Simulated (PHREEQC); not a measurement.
A solution holds 1.8 mol/kgw MgSO4, 0.069 mol/kgw K2SO4 and 1.9 mol/kgw MgCl2, at 55 °C. Closed to the air; pH follows from the charge balance.

Equilibrium calculation in PHREEQC: Pitzer model, pitzer.dat.

This is a speciation only: nothing precipitates in the calculation.

Estimate the activity of water, osmotic coefficient.

activity of water 0.755; osmotic coefficient 1.642.

Complexes and solids missing from the database can't appear. At this temperature some constants are extrapolated from 25 °C, and those without enthalpy data are left unchanged.
